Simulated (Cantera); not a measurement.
## Moist CO burnout

An isothermal, constant-pressure homogeneous reactor starts with CO : O2 : H2O : N2 = 0.0094 : 0.009 : 0.00075 : 1 (molar parts), at 1400 K and 1.50 bar.

Model: GRI-Mech 3.0 (53 species, 325 reactions), integrated in Cantera.

```
t (s)         x CO     x O2     x H2O     x NO     x CO2       x O
--------  --------  -------  --------  -------  --------  --------
8.00e-6    0.00922  0.00883  0.000736   <1e-12  7.26e-10  7.23e-10
3.74e-5    0.00922  0.00883  0.000736   <1e-12   3.44e-9   3.35e-9
0.000175   0.00922  0.00883  0.000736   <1e-12   1.86e-8   1.64e-8
0.000818   0.00922  0.00883  0.000736   <1e-12   4.04e-7   2.78e-7
0.00383    0.00670  0.00726  0.000580  3.62e-7   0.00253  0.000705
0.0179    0.000542  0.00447  0.000711  3.07e-6   0.00872   7.16e-5
0.0837     3.13e-5  0.00425  0.000735  3.43e-6   0.00923   4.73e-6
0.391      1.56e-6  0.00424  0.000738  3.50e-6   0.00926   3.89e-7
1.83       1.69e-7  0.00424  0.000739  3.51e-6   0.00927   6.71e-8
8.55       1.15e-7  0.00424  0.000739  3.52e-6   0.00927   5.06e-8
40.0       1.15e-7  0.00424  0.000739  3.53e-6   0.00927   5.06e-8
```
x: mole fraction; the columns are a selection and need not sum to one.

Equilibrium at this temperature and pressure: CO 1.15e-7, O2 0.00418, H2O 0.000739, NO 0.000115, CO2 0.00927, O 5.03e-8 (gas phase only).
